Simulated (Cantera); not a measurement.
An adiabatic, constant-pressure homogeneous reactor starts with CH4 : CO : O2 : N2 : CO2 = 1 : 0.085 : 4.64 : 17.5 : 4.2 (molar parts), equivalence ratio 0.44, at 1725 K and 10.0 bar. Integrator tolerance rtol = 1e-08.

Cantera simulation using GRI-Mech 3.0 (53 species, 325 reactions); the numbers are that mechanism's predictions, not measurements.

What does this change do: CO2 4.2 to 2.9 parts?


```json
[
 {"quantity": "time of steepest temperature rise", "before": "29.7 µs", "after": "28.0 µs"},
 {"quantity": "temperature at 3.00 s", "before": "2378 K", "after": "2421 K"},
 {"quantity": "equilibrium temperature", "before": "2378 K", "after": "2421 K"},
 {"quantity": "x(CH4) at 3.00 s", "before": "<1e-12 (gas-phase equilibrium <1e-12)", "after": "<1e-12 (gas-phase equilibrium <1e-12)"},
 {"quantity": "x(CO) at 3.00 s", "before": "0.00373 (gas-phase equilibrium 0.00373)", "after": "0.00369 (gas-phase equilibrium 0.00369)"},
 {"quantity": "x(O2) at 3.00 s", "before": "0.0898 (gas-phase equilibrium 0.0898)", "after": "0.0935 (gas-phase equilibrium 0.0935)"},
 {"quantity": "x(H2O) at 3.00 s", "before": "0.0707 (gas-phase equilibrium 0.0707)", "after": "0.0738 (gas-phase equilibrium 0.0738)"},
 {"quantity": "x(H) at 3.00 s", "before": "7.05e-5 (gas-phase equilibrium 7.05e-5)", "after": "9.79e-5 (gas-phase equilibrium 9.79e-5)"}
]
```

What does this change do: initial temperature 1725 to 1473 K?


```
quantity                                                            before                                    after
---------------------------------  ---------------------------------------  ---------------------------------------
time of steepest temperature rise                                  29.7 µs                                 0.231 ms
temperature at 3.00 s                                               2378 K                                   2172 K
equilibrium temperature                                             2378 K                                   2172 K
x(CH4) at 3.00 s                     <1e-12 (gas-phase equilibrium <1e-12)    <1e-12 (gas-phase equilibrium <1e-12)
x(CO) at 3.00 s                    0.00373 (gas-phase equilibrium 0.00373)  0.00100 (gas-phase equilibrium 0.00100)
x(O2) at 3.00 s                      0.0898 (gas-phase equilibrium 0.0898)    0.0912 (gas-phase equilibrium 0.0912)
x(H2O) at 3.00 s                     0.0707 (gas-phase equilibrium 0.0707)    0.0720 (gas-phase equilibrium 0.0720)
x(H) at 3.00 s                     7.05e-5 (gas-phase equilibrium 7.05e-5)  1.30e-5 (gas-phase equilibrium 1.30e-5)
```
